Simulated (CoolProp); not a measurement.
Vapour-liquid equilibrium of propane (1) + R152A (2) at 0.305 MPa; x and y are mole fractions of (1).

Values from CoolProp's multi-fluid Helmholtz-energy mixture model, Lemmon 2009 and Outcalt 1996; pair parameters Bell 2016.

```json
[
 {"x": "0.05", "bubble temperature, mixture model (K)": "271.6", "bubble temperature, Raoult's law (K)": "276.2", "y, mixture model": "0.206", "y, Raoult's law": "0.085"},
 {"x": "0.15", "bubble temperature, mixture model (K)": "264.4", "bubble temperature, Raoult's law (K)": "274.1", "y, mixture model": "0.435", "y, Raoult's law": "0.240"},
 {"x": "0.25", "bubble temperature, mixture model (K)": "260.5", "bubble temperature, Raoult's law (K)": "272.1", "y, mixture model": "0.546", "y, Raoult's law": "0.376"},
 {"x": "0.35", "bubble temperature, mixture model (K)": "258.5", "bubble temperature, Raoult's law (K)": "270.1", "y, mixture model": "0.606", "y, Raoult's law": "0.496"},
 {"x": "0.45", "bubble temperature, mixture model (K)": "257.4", "bubble temperature, Raoult's law (K)": "268.3", "y, mixture model": "0.645", "y, Raoult's law": "0.602"},
 {"x": "0.55", "bubble temperature, mixture model (K)": "256.7", "bubble temperature, Raoult's law (K)": "266.5", "y, mixture model": "0.675", "y, Raoult's law": "0.695"},
 {"x": "0.65", "bubble temperature, mixture model (K)": "256.3", "bubble temperature, Raoult's law (K)": "264.8", "y, mixture model": "0.705", "y, Raoult's law": "0.778"},
 {"x": "0.75", "bubble temperature, mixture model (K)": "256.2", "bubble temperature, Raoult's law (K)": "263.2", "y, mixture model": "0.744", "y, Raoult's law": "0.851"},
 {"x": "0.85", "bubble temperature, mixture model (K)": "256.5", "bubble temperature, Raoult's law (K)": "261.7", "y, mixture model": "0.803", "y, Raoult's law": "0.916"},
 {"x": "0.95", "bubble temperature, mixture model (K)": "257.9", "bubble temperature, Raoult's law (K)": "260.2", "y, mixture model": "0.910", "y, Raoult's law": "0.974"}
]
```

The largest gap from Raoult's law is -11.6 K in bubble temperature, at x = 0.35. y crosses x between x = 0.65 and 0.75: the model has an azeotrope there.

The pair parameters rest on a limited set of measurements; away from them the model extrapolates.
